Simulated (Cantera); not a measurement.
**Thermodynamics of metals in furnace atmospheres, feed Cu + NH3 + H2**

A closed system holds: 1 mol Cu, 1.7 mol NH3, 8.5 mol H2, held at 0.830 bar.

Cantera equilibrium calculation (NASA polynomials, part measured and part estimated; ideal gas, pure solids and liquids). Candidate condensed phases: Cu; 11 gas species. The numbers say what is thermodynamically allowed, not how fast it happens.

From 1148 K to 1348 K the condensed part is Cu(s). From 1448 K to 2048 K the condensed part is Cu(l).

```tsv
T (K)	x H2	x N2	x Cu	x H	x NH3	x Cu2	x NH2	n Cu(s)	n Cu(l)
1148	0.929	0.0714	3.28e-9	7.58e-8	4.89e-5	<1e-12	7.17e-12	1.00	0
1248	0.929	0.0714	5.31e-8	4.94e-7	3.06e-5	2.57e-12	3.36e-11	1.000	0
1348	0.929	0.0714	5.64e-7	2.45e-6	2.05e-5	7.27e-11	1.25e-10	1.000	0
1448	0.929	0.0714	4.00e-6	9.75e-6	1.45e-5	1.10e-9	3.88e-10	0	1.000
1548	0.929	0.0714	2.17e-5	3.26e-5	1.07e-5	1.15e-8	1.04e-9	0	1.000
1648	0.928	0.0714	9.52e-5	9.42e-5	8.19e-6	8.84e-8	2.47e-9	0	0.999
1748	0.928	0.0714	0.000351	0.000242	6.47e-6	5.34e-7	5.32e-9	0	0.996
1848	0.927	0.0713	0.00112	0.000560	5.24e-6	2.63e-6	1.05e-8	0	0.987
1948	0.924	0.0712	0.00316	0.00119	4.32e-6	1.09e-5	1.94e-8	0	0.962
2048	0.919	0.0708	0.00802	0.00236	3.61e-6	3.89e-5	3.35e-8	0	0.903
```
x: gas mole fraction; n: condensed amount in mol.
